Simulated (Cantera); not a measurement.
Input: 1 mol BN, 0.31 mol O₂, 7.6 mol N₂, at 777 °C and 0.0100 bar.

Cantera equilibrium calculation (NASA polynomials, part measured and part estimated; ideal gas, pure solids and liquids). Candidate condensed phases: B, BN, B₂O₃; 17 gas species. Mutual solubility and eutectic melting of coexisting phases are not modelled. Rates play no part.

Question: What is the equilibrium state?

Answer: 
```
Property                            Result
-------------------------------  ---------
x(N₂)                                 1.00
n(BN(s))                         0.587 mol
n(B₂O₃(l))                       0.207 mol
gas amount                       7.807 mol
log10 activity of B(s) (absent)      -6.87
```
